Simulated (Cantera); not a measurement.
Cantera run, input and output.

```python
import numpy as np
import cantera as ct

gas = ct.Solution("gri30.yaml")
gas.TPX = 675, 1000000, {'CH4': 1, 'C2H6': 0.22, 'C3H8': 1.3, 'O2': 8.43, 'N2': 84.3}
inlet = ct.Reservoir(gas, clone=True)
gas.equilibrate("HP")  # start burning
reactor = ct.IdealGasConstPressureReactor(gas, energy="on", clone=False)
exhaust = ct.Reservoir(gas, clone=True)
tau = [0.045, 0.023, 0.011, 0.0058, 0.003, 0.0015, 0.00077, 0.00039, 0.0002, 0.0001, 5.1e-05, 2.6e-05, 1.3e-05][0]
for a, b in ((inlet, reactor), (reactor, exhaust)):
    ct.MassFlowController(a, b, mdot=lambda t: reactor.mass / tau)
net = ct.ReactorNet([reactor])
show = ['CH4', 'C2H6', 'C3H8', 'C2H2', 'O2', 'C2H4']

rows = []
print(f"{'tau/s':>10s}{'T/K':>9s}" + "".join(f"{s:>11s}" for s in show))
for tau in [0.045, 0.023, 0.011, 0.0058, 0.003, 0.0015, 0.00077, 0.00039, 0.0002, 0.0001, 5.1e-05, 2.6e-05, 1.3e-05]:
    net.initial_time = 0.0
    net.advance(30 * tau)
    before = gas.X
    net.advance(40 * tau)
    drift = np.max(np.abs(gas.X - before) / (gas.X + 1e-9))
    rows.append([gas.T, *gas[show].X, drift])
    print(f"{tau:10.3e}{gas.T:9.1f}" + "".join(f"{x:11.3e}" for x in gas[show].X))
```

Result:

```
     tau/s      T/K        CH4       C2H6       C3H8       C2H2         O2       C2H4
 4.500e-02   1635.6  3.848e-04  4.150e-06  3.182e-06  3.415e-04  9.423e-04  4.573e-05
 2.300e-02   1629.8  4.071e-04  5.910e-06  5.434e-06  3.471e-04  1.355e-03  6.490e-05
 1.100e-02   1620.0  4.514e-04  8.757e-06  9.707e-06  3.432e-04  2.049e-03  9.615e-05
 5.800e-03   1606.5  5.200e-04  1.269e-05  1.626e-05  3.306e-04  3.009e-03  1.385e-04
 3.000e-03   1582.6  6.554e-04  2.033e-05  2.937e-05  3.053e-04  4.730e-03  2.153e-04
 1.500e-03   1514.7  1.109e-03  5.045e-05  7.765e-05  2.362e-04  9.696e-03  4.675e-04
 7.700e-04    675.0  1.050e-02  2.310e-03  1.365e-02 -2.274e-18  8.850e-02  9.117e-14
 3.900e-04    675.0  1.050e-02  2.310e-03  1.365e-02  1.319e-23  8.850e-02  2.933e-14
 2.000e-04    675.0  1.050e-02  2.310e-03  1.365e-02 -1.740e-28  8.850e-02  9.054e-15
 1.000e-04    675.0  1.050e-02  2.310e-03  1.365e-02  2.575e-31  8.850e-02  2.518e-15
 5.100e-05    675.0  1.050e-02  2.310e-03  1.365e-02  8.328e-33  8.850e-02  6.950e-16
 2.600e-05    675.0  1.050e-02  2.310e-03  1.365e-02  4.530e-34  8.850e-02  1.870e-16
 1.300e-05    675.0  1.050e-02  2.310e-03  1.365e-02 -1.628e-34  8.850e-02  6.467e-17
```

Model: GRI-Mech 3.0 (53 species, 325 reactions), integrated in Cantera. GRI-Mech 3.0 was tuned for natural gas; its chemistry of propane as a main component is partial and can be far from experiment.
